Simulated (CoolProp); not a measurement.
R124 at 253.29 K and 0.204 MPa flows at 0.1 m/s in a round tube of 50 mm bore and 1.5 µm roughness, fully developed (64/Re and Nu = 3.66 if laminar; Colebrook and Gnielinski if turbulent). Each further row changes one setting.

Model: reference Helmholtz-energy equation of state, de Vries 1995, in CoolProp.

| case | Reynolds number | Darcy friction factor | pressure drop (Pa/m) | heat-transfer coefficient (W/(m² K)) | mass flow (kg/h) |
|---|---|---|---|---|---|
| as stated | 16900 | 0.0270 | 4.05 | 196 | 1060 |
| velocity 0.2 m/s | 33900 | 0.0229 | 13.7 | 360 | 2120 |
| diameter 100 mm | 33900 | 0.0229 | 1.71 | 180 | 4230 |

Viscosity comes from a separate model (Bell 2016), an estimate that may be off by 10 % or more. Thermal conductivity comes from a separate model (Huber 2003), an estimate that may be off by 10 % or more.
